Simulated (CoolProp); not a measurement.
A simple Rankine cycle with n-pentane: condensing at 303.15 K, boiler at 0.808 MPa, turbine inlet 402.5 K, turbine efficiency 0.8, pump efficiency 0.7, no recuperator. Each further row changes one setting.

Computed with CoolProp (reference Helmholtz-energy equation of state, Thol 2019).

| case | thermal efficiency (%) | net work (kJ/kg) | heat in (kJ/kg) | turbine exit temperature (K) | volume ratio over the turbine |
|---|---|---|---|---|---|
| as stated | 13.5 | 71.3 | 529 | 355.3 | 10.1 |
| turbine inlet 422.5 K | 13.3 | 76.4 | 576 | 376.4 | 9.92 |
| condensing temperature 295.15 K | 14.7 | 80.4 | 548 | 350.1 | 13.5 |
| boiler pressure 0.566 MPa | 11.6 | 62.7 | 538 | 364.4 | 6.85 |
| turbine efficiency 0.7 | 11.7 | 62.2 | 529 | 360.0 | 10.3 |
